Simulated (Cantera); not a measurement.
Input: 1 mol Ta(OEt)₅, 1.3 mol O₂, 100 mol H₂, at 0.0133 bar.

These are equilibrium values from Cantera (NASA tables, ideal gas, pure condensed phases), not measurements of a reactor. Candidate condensed phases: C, C₆H₆, C₇H₈, C₈H₁₈, H₂O, Ta, TaC, Ta₂O₅; 113 gas species. The feed counts by its element totals alone. TaC: taken at fixed stoichiometry. Condensed phases not in the tables: Ta₂C. Kinetics and transport are ignored.

x: gas mole fraction; n: condensed amount in mol.

| T (K) | x H₂ | x CO | x H | x CH₄ | x C₂H₂ (acetylene) | x H₂O | x CO₂ | n C(graphite) | n Ta₂O₅(s) | n TaC(s) |
|---|---|---|---|---|---|---|---|---|---|---|
| 900 | 0.953 | 0.0420 | 9.88e-10 | 0.00378 | 5.36e-11 | 0.00130 | … | 4.63 | 0.500 | 0 |
| 1050 | 0.936 | 0.0632 | 6.80e-8 | 0.000669 | 3.87e-9 | 0.000143 | … | 1.34 | 0 | 1.00 |
| 1200 | 0.937 | 0.0633 | 1.65e-6 | 0.000185 | 9.62e-8 | 2.05e-5 | … | 1.38 | 0 | 1.00 |
| 1350 | 0.937 | 0.0633 | 2.00e-5 | 6.74e-5 | 1.16e-6 | 4.53e-6 | … | 1.39 | 0 | 1.00 |
| 1500 | 0.937 | 0.0633 | 0.000148 | 3.01e-5 | 8.45e-6 | 1.36e-6 | … | 1.39 | 0 | 1.00 |
| 1650 | 0.936 | 0.0633 | 0.000761 | 1.55e-5 | 4.27e-5 | 5.08e-7 | … | 1.39 | 0 | 1.00 |
| 1800 | 0.934 | 0.0632 | 0.00300 | 8.94e-6 | 0.000164 | 2.24e-7 | … | 1.36 | 0 | 1.00 |
| 1950 | 0.927 | 0.0630 | 0.00956 | 5.57e-6 | 0.000507 | 1.12e-7 | … | 1.28 | 0 | 1.00 |
| 2100 | 0.910 | 0.0625 | 0.0257 | 3.65e-6 | 0.00132 | 6.09e-8 | … | 1.08 | 0 | 1.00 |

Question: What belongs in the gaps?

Answer: 
- 900, x CO₂: 0.000132
- 1050, x CO₂: 1.14e-5
- 1200, x CO₂: 1.01e-6
- 1350, x CO₂: 1.56e-7
- 1500, x CO₂: 3.54e-8
- 1650, x CO₂: 1.07e-8
- 1800, x CO₂: 3.97e-9
- 1950, x CO₂: 1.73e-9
- 2100, x CO₂: 8.45e-10
